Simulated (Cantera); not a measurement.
# Iron carbonyl, mercury and lead vapours: PbO + H2 + N2

A closed system holds: 1 mol PbO, 1.3 mol H2, 3 mol N2.

These are equilibrium values from Cantera (NASA tables, ideal gas, pure condensed phases), not measurements of a reactor. Candidate condensed phases: H2O, Pb, PbO, PbO2, Pb3O4; 27 gas species. Equilibrium is a limit: real reactors are often held back by kinetics, nucleation or transport.

Question: Map the stable condensed phases over T = 750, 800, 850, 900, 950, 1000, 1050, 1100, 1150, 1200, 1250, 1300, 1350, 1400 °C and P in Pa = 10, 68, 460, 3200, 22000, 150000, 1000000.

Answer: 
```
T in °C \ P in Pa
              10      68     460    3200   22000  150000 1000000
   1400        A       A       A       A       A       B       B
   1350        A       A       A       A       A       B       B
   1300        A       A       A       A       A       B       B
   1250        A       A       A       A       B       B       B
   1200        A       A       A       A       B       B       B
   1150        A       A       A       A       B       B       B
   1100        A       A       A       A       B       B       B
   1050        A       A       A       B       B       B       B
   1000        A       A       A       B       B       B       B
    950        A       A       A       B       B       B       B
    900        A       A       B       B       B       B       B
    850        A       A       B       B       B       B       B
    800        A       B       B       B       B       B       B
    750        A       B       B       B       B       B       B
```
A: gas only; B: Pb.
